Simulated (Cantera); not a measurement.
A Cantera script and what it prints.

```python
import numpy as np
import cantera as ct

gas_names = """
    B BCL BCLF BCL2 BCL3 BF BF2 BF3 BH BHF2 BH2 BH3 BN B2 CL CLF CLF3 CL2 F F2 H HCL HF H2 H2F2 H3F3
    H4F4 H5F5 H6F6 H7F7 N NF NF2 NF3 NH NH2 NH3 N2 N2H2 N2H4
""".split()
cond_names = """
    B(b) B(L) BN(s) NH4CL(a) NH4CL(b)
""".split()


def load(file, names, dense=False):
    # The tables refer to 1 bar. Condensed volumes are neglected.
    table = {s.name: s for s in ct.Species.list_from_file(file)}
    out = []
    for n in names:
        d = dict(table[n].input_data)
        d["thermo"] = dict(d["thermo"], **{"reference-pressure": 1e5})
        if dense:
            d["equation-of-state"] = {"model": "constant-volume", "density": "1e6 g/cm^3"}
        out.append(ct.Species.from_dict(d))
    return out


gas = ct.Solution(thermo="ideal-gas", species=load("nasa_gas.yaml", gas_names))
cond = {s.name: ct.Solution(thermo="fixed-stoichiometry", species=[s], name=s.name)
        for s in load("nasa_condensed.yaml", cond_names, dense=True)}
atoms = {
    'BN': {'B': 1, 'N': 1},
    'F2': {'F': 2},
    'HCl': {'H': 1, 'CL': 1},
}
top_T = {'BN(s)': 3200}  # K; cautious upper limits of use, not melting points


def equilibrate(T, P, feed):
    n = {}
    for name, mol in feed.items():
        for a, k in atoms[name].items():
            n[a] = n.get(a, 0.0) + k * mol
    gas.TPX = T, P, n
    mass = sum(n.values()) * gas.mean_molecular_weight
    gas.equilibrate("TP")
    valid = [c for c in cond.values() if c.min_temp <= T <= top_T.get(c.name, c.max_temp)]
    mix = ct.Mixture([(gas, mass / gas.mean_molecular_weight)] + [(c, 0.0) for c in valid])
    mix.T, mix.P = T, P
    mix.equilibrate("TP", solver="vcs", rtol=1e-11, max_steps=5000)
    return mix


results = []
feed = {'BN': 1, 'F2': 15, 'HCl': 48}  # mol
T = 1498.15  # K
for P in [1, 6.8, 46, 320, 2200, 15000, 100000]:
    mix = equilibrate(T, P, feed)
    results.append((T, P, feed, dict(zip(mix.species_names, mix.species_moles))))

top = {s: max(r[3][s] / sum(r[3][g] for g in gas_names) for r in results) for s in gas_names}
cols = sorted((s for s in top if top[s] > 0.001), key=lambda s: -top[s])[:7]
seen = [c for c in cond_names if any(r[3].get(c, 0) > 1e-12 for r in results)]
print("log10 of partial pressures in bar; condensed amounts in mol")
print(f"{'P/Pa':>10s}" + "".join(f"{s[:9]:>10s}" for s in cols + seen))
for T, P, feed, n in results:
    ng = sum(n[g] for g in gas_names)
    print(f"{P:10.4g}" + "".join(f"{np.log10(max(n[s] / ng * P / 1e5, 1e-99)):10.3f}" for s in cols)
          + "".join(f"{n.get(c, 0):10.4g}" for c in seen))
```

Result:

```
log10 of partial pressures in bar; condensed amounts in mol
      P/Pa        HF        CL       HCL       CL2       BF3        N2
         1    -5.452    -5.453    -5.561    -8.428    -6.884    -7.185
       6.8    -4.619    -4.625    -4.728    -6.772    -6.050    -6.351
        46    -3.783    -3.821    -3.892    -5.164    -5.214    -5.516
       320    -2.921    -3.093    -3.030    -3.708    -4.353    -4.654
      2200    -2.057    -2.512    -2.166    -2.546    -3.488    -3.789
   1.5e+04    -1.206    -2.028    -1.315    -1.578    -2.637    -2.938
     1e+05    -0.374    -1.590    -0.483    -0.702    -1.805    -2.106
```

Equilibrium computed with Cantera from the NASA thermochemical tables; the gas is ideal and each condensed phase is pure.
